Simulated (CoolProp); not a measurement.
Saturated liquid density (kg/m³) of dimethyl carbonate: the reference equation beside estimates from Tc = 557.0 K, pc = 4.909 MPa, ω = 0.346.

Values from CoolProp's reference Helmholtz-energy equation of state, Zhou 2011.

```
T (K)  reference  van der Waals  Soave-Redlich-Kwong  Peng-Robinson
-----  ---------  -------------  -------------------  -------------
403.8      913.7          532.8                814.2          922.2
410.2      903.7          527.0                804.2          911.2
416.6      893.5          521.1                793.9          899.9
423        883.2          515.0                783.2          888.0
429.4      872.6          508.7                772.2          875.7
435.8      861.8          502.3                760.7          862.9
442.2      850.8          495.7                748.7          849.6
448.6      839.6          488.9                736.3          835.7
455        828.0          481.8                723.4          821.1
461.4      816.2          474.5                709.9          805.9
467.8      803.9          467.0                695.8          789.9
474.2      791.3          459.2                681.1          773.1
480.6      778.2          451.0                665.6          755.4
```

Absolute difference from the reference over all 13 rows, mean and median: van der Waals 41.8 and 41.7 %, Soave-Redlich-Kwong 12.3 and 12.0 %, Peng-Robinson 1.0 and 0.8 %.
